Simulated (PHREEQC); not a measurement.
# Leach liquor

A solution holds 0.0029 mol/kgw H2SO4, 0.0001 mol/kgw CuSO4 and 0.00025 mol/kgw NiSO4, at 25 °C. Closed to the air; pH follows from the charge balance.

The numbers come from PHREEQC with the ion-association model, wateq4f.dat.

No solid was allowed to form.

Question: What pH, ionic strength does the model give?

Answer: pH 2.34; ionic strength 0.00823 mol/kgw.

Question: In which forms is Ni present?

Answer: Ni+2 82 %, NiSO4 18 % of the Ni.

Complexes and solids missing from the database can't appear.
